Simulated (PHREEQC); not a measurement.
Make-up at 25 °C: 0.029 mol KF and 0.0031 mol NH4HF2 per kg of water. Closed to the air; pH follows from the charge balance.

Equilibrium calculation in PHREEQC: ion-association model, wateq4f.dat.

```json
{
 "pH": "4.17",
 "ionic_strength": "0.0322 mol/kgw",
 "total_alkalinity": "-3.10 meq/kg"
}
```

```csv
species,molality,activity,log γ
F-,0.0319,0.0267,-0.076
K+,0.0290,0.0244,-0.075
NH4+,0.00310,0.00262,-0.073
HF,0.00266,0.00268,0.003
HF2-,0.000327,0.000275,-0.076
H+,7.66e-5,6.68e-5,-0.060
```

This is a speciation only: nothing precipitates in the calculation.
